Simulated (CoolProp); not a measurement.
Vapour-liquid equilibrium of dimethyl ether (1) + n-butane (2) at 282.9 K; x and y are mole fractions of (1).

Values from CoolProp's multi-fluid Helmholtz-energy mixture model, Wu 2011 and Bücker 2006; pair parameters Bell 2016.

```json
[
 {"x": "0.05", "bubble pressure (MPa)": "0.1682", "y at the bubble point": "0.161", "dew pressure at overall composition x (MPa)": "0.1531", "liquid density (mol/L)": "10.31"},
 {"x": "0.15", "bubble pressure (MPa)": "0.2051", "y at the bubble point": "0.371", "dew pressure at overall composition x (MPa)": "0.1666", "liquid density (mol/L)": "10.64"},
 {"x": "0.25", "bubble pressure (MPa)": "0.2363", "y at the bubble point": "0.504", "dew pressure at overall composition x (MPa)": "0.1823", "liquid density (mol/L)": "10.99"},
 {"x": "0.35", "bubble pressure (MPa)": "0.2628", "y at the bubble point": "0.599", "dew pressure at overall composition x (MPa)": "0.2009", "liquid density (mol/L)": "11.37"},
 {"x": "0.45", "bubble pressure (MPa)": "0.2854", "y at the bubble point": "0.672", "dew pressure at overall composition x (MPa)": "0.2229", "liquid density (mol/L)": "11.78"},
 {"x": "0.55", "bubble pressure (MPa)": "0.3051", "y at the bubble point": "0.734", "dew pressure at overall composition x (MPa)": "0.2488", "liquid density (mol/L)": "12.23"},
 {"x": "0.65", "bubble pressure (MPa)": "0.3225", "y at the bubble point": "0.790", "dew pressure at overall composition x (MPa)": "0.2784", "liquid density (mol/L)": "12.73"},
 {"x": "0.75", "bubble pressure (MPa)": "0.3382", "y at the bubble point": "0.845", "dew pressure at overall composition x (MPa)": "0.3101", "liquid density (mol/L)": "13.27"},
 {"x": "0.85", "bubble pressure (MPa)": "0.3523", "y at the bubble point": "0.902", "dew pressure at overall composition x (MPa)": "0.3395", "liquid density (mol/L)": "13.86"},
 {"x": "0.95", "bubble pressure (MPa)": "0.3648", "y at the bubble point": "0.965", "dew pressure at overall composition x (MPa)": "0.3622", "liquid density (mol/L)": "14.52"}
]
```

No azeotrope shows between x = 0.05 and 0.95.

The pair parameters rest on a limited set of measurements; away from them the model extrapolates.
